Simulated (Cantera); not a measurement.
Input: 1 mol TiO2, 1.6 mol CH4, 3.4 mol H2, at 1280 Torr.

Method: chemical equilibrium by Gibbs-energy minimisation in Cantera with the NASA 1993 tables (ideal gas, pure condensed phases). Candidate condensed phases: C, C6H6, C7H8, C8H18, H2O, Ti, TiC, TiO, TiO2, Ti2O3, Ti3O5, Ti4O7; 113 gas species. Mutual solubility and eutectic melting of coexisting phases are not modelled. TiC: taken at fixed stoichiometry. Equilibrium is a limit: real reactors are often held back by kinetics, nucleation or transport.

### Question
At 1523 K, list the 5 most abundant gas species with their mole fractions, and the condensed phases.

### Answer
H2 0.853, CO 0.145, CH4 0.00229, H2O 0.000380, CO2 2.40e-5. Condensed: TiC(s) + Ti3O5(s).
